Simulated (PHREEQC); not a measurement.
Dissolve 0.0095 mol NaHCO3, 9.9e-05 mol Na2B4O7 and 0.00052 mol KCl per kg of water at 25 °C. Closed to the air; pH follows from the charge balance.

Computed with PHREEQC (ion-association model, phreeqc.dat).

### Question
The ionic strength comes out as 0.0103 mol/kgw. What activity coefficients do NaCO3-, CO3-2, K+, HCO3-, Na+ get?

### Answer
NaCO3- 0.90, CO3-2 0.67, K+ 0.90, HCO3- 0.90, Na+ 0.90.

This is a speciation only: nothing precipitates in the calculation. Complexes and solids missing from the database can't appear.
